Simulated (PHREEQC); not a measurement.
A solution holds 0.073 mol HF and 0.0042 mol NaF per kg of water, at 20 °C. Closed to the air; pH follows from the charge balance.

Computed with PHREEQC (ion-association model, phreeqc.dat).

Each row changes one thing in this solution. This is a speciation only: nothing precipitates in the calculation.

```csv
case,pH,ionic strength (mol/kgw),HF (mol/kgw),F- (mol/kgw),HF2- (mol/kgw),NaF (mol/kgw)
as made,2.22,0.0108,0.0643,0.00871,0.00206,1.69e-5
NaF from 0.0042 to 0.00042 mol/kgw,…,0.00848,0.0633,0.00688,0.00160,1.37e-6
NaF from 0.0042 to 0.0084 mol/kgw,…,0.0137,0.0650,0.0111,0.00265,4.19e-5
0.0026 mol/kgw NaNO3 added,2.22,0.0135,0.0643,0.00877,0.00207,2.70e-5
HF from 0.073 to 0.0803 mol/kgw,…,0.0113,0.0709,0.00895,0.00233,1.73e-5
NaF replaced by NaHCO3 at the same molality,2.24,0.0105,0.0606,0.00857,0.00191,1.67e-5
```

Q: What belongs in the gaps?

A: 
- NaF from 0.0042 to 0.00042 mol/kgw, pH: 2.13
- NaF from 0.0042 to 0.0084 mol/kgw, pH: 2.31
- HF from 0.073 to 0.0803 mol/kgw, pH: 2.19

Species that the database lacks are ignored.
